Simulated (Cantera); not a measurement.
An isothermal, constant-pressure homogeneous reactor starts with 0.277 % C2H6, 99.7 % N2, at 1025 K and 0.720 bar.

Cantera simulation using GRI-Mech 3.0 (53 species, 325 reactions); the numbers are that mechanism's predictions, not measurements. GRI-Mech 3.0 stops at C3 and has no aromatics, soot or wall deposition, so with more carbon than oxygen in the feed, carbon stays in small species such as C2H2 where larger ones or solid carbon would form.

Problem. Predict: x(C2H6) at 7.00 s; x(CH4) at 7.00 s; x(CH3) at 7.00 s; x(C2H2) at 7.00 s.

Solution. x(C2H6) at 7.00 s: 0.000132 (gas-phase equilibrium 2.79e-7)
x(CH4) at 7.00 s: 0.000102 (gas-phase equilibrium 0.00185)
x(CH3) at 7.00 s: 2.15e-8 (gas-phase equilibrium 3.24e-9)
x(C2H2) at 7.00 s: 0.000374 (gas-phase equilibrium 0.000145)
